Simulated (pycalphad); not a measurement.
All values are pycalphad results on the COST 507 light-alloy database (1999) (1 atm), not direct measurements. These are 1990s assessments: newer ones move some temperatures and phases.

Q: How does the equilibrium phase assembly of Al-49.3Si (wt.%) change on cooling from 2077 °C to 227 °C?

A: 
| T (°C) | phases above | phases below |
|---|---|---|
| 1044.7 | LIQUID | DIAMOND_A4 + LIQUID |
| 577.0 | DIAMOND_A4 + LIQUID | DIAMOND_A4 + FCC_A1 |
Changes were sought between steps of 50 K, so a narrower field can be missed.

FCC_A1 is fcc; DIAMOND_A4 is diamond (Si).
